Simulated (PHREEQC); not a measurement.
Consider water at 25 °C with 0.0027 mol/kgw NH4HF2, 0.0008 mol/kgw H2SiF6, 0.0015 mol/kgw HBF4 and 0.0037 mol/kgw H2SO4. Closed to the air; pH follows from the charge balance.

Equilibrium calculation in PHREEQC: ion-association model, phreeqc.dat.

This is a speciation only: nothing precipitates in the calculation.

### Question
What pH does the model give?

### Answer
pH 2.19.

### Question
In which forms is N present?

### Answer
NH4+ 98 %, NH4SO4- 2.0 % of the N.

SiF6-2 is the database's only silicon fluoride. Real BF4- forms and hydrolyses slowly; the run takes it at equilibrium.
